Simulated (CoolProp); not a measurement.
The numbers come from the reference Helmholtz-energy equation of state, Lemmon 2006 in CoolProp. It is a short technical equation, of lower accuracy than the large ones.

Task: Give the vapour pressure (MPa), vapour density (kg/m³), enthalpy of vaporisation (kJ/kg), surface tension (mN/m) of saturated neopentane at 280.7, 314.3 K.

Result: 
| T (K) | p (MPa) | vapour density (kg/m³) | enthalpy of vaporisation (kJ/kg) | surface tension (mN/m) |
|---|---|---|---|---|
| 280.7 | 0.0944 | 3.05 | 317 | 12.7 |
| 314.3 | 0.279 | 8.46 | 290 | 9.38 |

Surface tension comes from a separate correlation (Mulero 2014).
